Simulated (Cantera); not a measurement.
Charge: 1 mol HBr, a varied amount of H2O, 0.92 mol N2, equilibrated at 3423.15 K and 3300 Pa.

Equilibrium computed with Cantera from the NASA thermochemical tables; the gas is ideal and each condensed phase is pure. Candidate condensed phases: Br2, H2O; 27 gas species. The numbers say what is thermodynamically allowed, not how fast it happens.

Problem. At 0.61 mol H2O, list the 6 most abundant gas species with their mole fractions, and the condensed phases.

Solution. H 0.423, Br 0.217, N2 0.200, O 0.113, H2 0.0242, OH 0.0110. Condensed: gas only.
